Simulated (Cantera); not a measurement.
An isothermal, constant-pressure homogeneous reactor starts with NH3 : N2 = 1 : 24 (molar parts), at 2100 K and 0.500 bar.

Model: the gas-phase N/H chemistry of the illustrative SiF4/NH3 mechanism in the Surface Chemkin manual (1991), integrated in Cantera. Walls and surfaces, which speed up NH3 decomposition in real reactors, are not modelled.

x: mole fraction; the columns are a selection and need not sum to one.

```tsv
t (s)	x NH3	x N2H2	x NH2	x NH	x H2	x N	x H
6.00e-6	0.0400	2.66e-11	6.13e-6	1.40e-9	2.55e-6	<1e-12	1.04e-6
1.59e-5	0.0400	2.75e-10	1.79e-5	1.37e-8	8.42e-6	2.00e-11	1.08e-6
4.21e-5	0.0399	2.47e-9	4.89e-5	1.18e-7	2.42e-5	4.43e-10	1.09e-6
0.000111	0.0399	2.31e-8	0.000129	8.60e-7	6.83e-5	6.49e-9	?
0.000295	0.0396	1.58e-7	0.000301	3.29e-6	0.000238	3.38e-8	?
0.000781	0.0390	3.77e-7	0.000425	6.42e-6	0.00109	1.33e-7	?
0.00207	0.0372	3.62e-7	0.000365	8.36e-6	0.00372	3.94e-7	?
0.00548	0.0328	2.95e-7	0.000281	1.00e-5	0.0101	9.28e-7	?
0.0145	0.0237	1.93e-7	0.000194	1.03e-5	0.0232	1.52e-6	?
0.0384	0.0104	7.29e-8	0.000101	8.05e-6	0.0425	1.79e-6	?
0.102	0.00135	6.99e-9	2.30e-5	3.64e-6	0.0556	1.57e-6	?
0.269	1.51e-5	1.99e-11	7.42e-7	3.48e-7	0.0572	4.43e-7	?
0.713	1.35e-6	<1e-12	7.52e-8	4.01e-8	0.0571	5.79e-8	0.00106
1.89	3.91e-7	<1e-12	2.18e-8	1.16e-8	0.0571	1.68e-8	0.00106
5.00	1.62e-7	<1e-12	9.04e-9	4.82e-9	0.0571	6.96e-9	0.00106
```

Problem. Fill in the missing entries.

Solution. 
- 0.000111, x H: 1.24e-6
- 0.000295, x H: 2.44e-6
- 0.000781, x H: 6.78e-6
- 0.00207, x H: 1.48e-5
- 0.00548, x H: 3.10e-5
- 0.0145, x H: 6.52e-5
- 0.0384, x H: 0.000138
- 0.102, x H: 0.000317
- 0.269, x H: 0.000936
